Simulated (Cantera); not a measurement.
What does this Cantera script print?

```python
import numpy as np
import cantera as ct

gas = ct.Solution("gri30.yaml")
gas.TPX = 1225, 23000, {'CH3OH': 1, 'O2': 1.5, 'N2': 5.64}
reactor = ct.IdealGasConstPressureReactor(gas, energy="on", clone=False)
net = ct.ReactorNet([reactor])
net.rtol, net.atol = 1e-08, 1e-16
show = ['CH3OH', 'O2', 'H', 'C2H6', 'CO2', 'H2']
times = np.geomspace(9e-06, 7, 10)

steps = ct.SolutionArray(gas, extra=["t"])
rows = []
print(f"{'t/s':>10s}{'T/K':>9s}{'P/Pa':>11s}" + "".join(f"{s:>11s}" for s in show))
for t in times:
    while net.time < t:
        t_next = net.step()
        steps.append(gas.state, t=t_next)
    rows.append([np.interp(t, steps.t, y) for y in (steps.T, steps.P, *steps(*show).X.T)])
    print(f"{t:10.3e}{rows[-1][0]:9.1f}{rows[-1][1]:11.4g}" + "".join(f"{x:11.3e}" for x in rows[-1][2:]))
rate = np.gradient(steps.T, steps.t)
print("integrator steps:", len(steps.t))
if steps.T.max() > steps.T[0] + 200:
    print(f"time of steepest temperature rise: {steps.t[rate.argmax()]:.4e} s")
gas.TPX = 1225, 23000, {'CH3OH': 1, 'O2': 1.5, 'N2': 5.64}
gas.equilibrate("HP")
print(f"equilibrium (HP): T = {gas.T:.1f} K  " + "  ".join(f"{s} {gas[s].X[0]:.3e}" for s in show))
```

It prints:

```
       t/s      T/K       P/Pa      CH3OH         O2          H       C2H6        CO2         H2
 9.000e-06   1225.0    2.3e+04  1.229e-01  1.843e-01  1.063e-09  3.058e-15  2.291e-09  1.877e-08
 4.062e-05   1225.0    2.3e+04  1.228e-01  1.843e-01  1.102e-09  2.328e-13  1.067e-08  1.022e-07
 1.834e-04   1225.0    2.3e+04  1.228e-01  1.843e-01  1.187e-09  1.007e-11  4.850e-08  5.016e-07
 8.277e-04   1225.0    2.3e+04  1.228e-01  1.843e-01  1.297e-09  1.203e-10  2.192e-07  2.458e-06
 3.736e-03   1225.0    2.3e+04  1.228e-01  1.842e-01  2.309e-09  5.737e-10  9.913e-07  1.454e-05
 1.686e-02   1227.0    2.3e+04  1.214e-01  1.835e-01  4.996e-08  1.655e-09  5.066e-06  4.712e-04
 7.612e-02   2518.2    2.3e+04  1.052e-17  2.138e-02  7.643e-03  5.318e-32  7.011e-02  1.785e-02
 3.436e-01   2517.5    2.3e+04  1.057e-17  2.117e-02  7.623e-03  5.387e-32  7.009e-02  1.787e-02
 1.551e+00   2517.5    2.3e+04  1.057e-17  2.117e-02  7.623e-03  5.387e-32  7.009e-02  1.787e-02
 7.000e+00   2517.5    2.3e+04  1.057e-17  2.117e-02  7.623e-03  5.387e-32  7.009e-02  1.787e-02
integrator steps: 2078
time of steepest temperature rise: 2.4904e-02 s
equilibrium (HP): T = 2517.5 K  CH3OH 1.095e-17  O2 2.117e-02  H 7.623e-03  C2H6 8.821e-32  CO2 7.009e-02  H2 1.787e-02
```

Detailed kinetics in Cantera: GRI-Mech 3.0 (53 species, 325 reactions). GRI-Mech 3.0 was tuned for natural gas; its chemistry of methanol as a main component is partial and can be far from experiment.
